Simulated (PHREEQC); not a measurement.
## Phosphoric acid bath

Make-up at 18 °C: 0.2 mol/kgw KH2PO4, 5.3e-05 mol/kgw K2HPO4 and 0.00093 mol/kgw H3AsO4. Closed to the air; pH follows from the charge balance.

Model: ion-association model, wateq4f.dat, run in PHREEQC.

No solid was allowed to form.

Question: What pH, activity of water, ionic strength does the model give?

Answer: pH 4.18; activity of water 0.993; ionic strength 0.201 mol/kgw.

H3PO4, which wateq4f.dat lacks, is added to it with the constant of phreeqc.dat.
